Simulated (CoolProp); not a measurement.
Computed with CoolProp (reference Helmholtz-energy equation of state, Thol 2019).

**Question.** For n-hexane, give the phase and the density (kg/m³), expansivity (1/kK), conductivity (mW/(m K)), fugacity coefficient at 232.4 K and 15400 kPa.

**Answer.** 
- 232.4 K and 15400 kPa: liquid; density 722, expansivity 1.09, conductivity 149, fugacity coefficient 7.23e-5

Thermal conductivity comes from a separate model (Assael 2013).
